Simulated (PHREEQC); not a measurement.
Polishing slurry liquid (model solution)

A solution holds 0.12 mol/kgw HNO3, 0.00055 mol/kgw H4SiO4 and 0.0013 mol/kgw H3BO3, at 25 °C and 50 atm. Closed to the air; pH follows from the charge balance.

Computed with PHREEQC (ion-association model, phreeqc.dat).

Each row changes one thing in this solution. Precipitation was switched off in this run.

```csv
case,pH,SI of Chalcedony (SiO2)
as made,1.01,+0.30
H3BO3 replaced by Cu(BF4)2 at the same molality,1.01,-0.01
temperature from 25 to 65 °C,1.01,-0.11
H3BO3 from 0.0013 to 0.00013 mol/kgw,1.01,+0.30
diluted 5-fold with water,1.67,-0.41
H3BO3 from 0.0013 to 0.013 mol/kgw,1.01,+0.30
H3BO3 replaced by NaBF4 at the same molality,1.01,+0.23
0.0098 mol/kgw NaOH added,1.04,+0.30
```

Complexes and solids missing from the database can't appear. Some of these states are supersaturated (in Quartz (slow to form), Chalcedony (slow to form), for instance). Under pressure, the constants of complexes without a molar volume in the database are unreliable. At this temperature some constants are extrapolated from 25 °C, and those without enthalpy data are left unchanged. SiF6-2 is the database's only silicon fluoride. Real BF4- forms and hydrolyses slowly; the run takes it at equilibrium.
